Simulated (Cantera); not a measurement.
Input: 1 mol SiCl₄, 1 mol Cl₂, 0.78 mol H₂, equilibrated at 1425 K and 1880 Torr.

These are equilibrium values from Cantera (NASA tables, ideal gas, pure condensed phases), not measurements of a reactor. Candidate condensed phases: Si; 19 gas species. Equilibrium is a limit: real reactors are often held back by kinetics, nucleation or transport.

Base state: HCl 0.559, SiCl₄ 0.359, Cl₂ 0.0759, Cl 0.00599 (mole fractions); condensed: gas only.

Q: What changes in the equilibrium state with this change: 0.0062 mol NH₃ added?

A: 
```
species   before    after
-------  -------  -------
HCl        0.559    0.564
SiCl₄      0.359    0.357
Cl₂       0.0759   0.0723
N₂             0  0.00111
Cl       0.00599  0.00584
```
Further candidate phases: NH₄Cl, Si₃N₄.

Q: What changes in the equilibrium state with this change: Cl₂ from 1 to 1.3 mol?

A: 
```csv
species,before,after
HCl,0.559,0.504
SiCl₄,0.359,0.323
Cl₂,0.0759,0.164
Cl,0.00599,0.00879
```
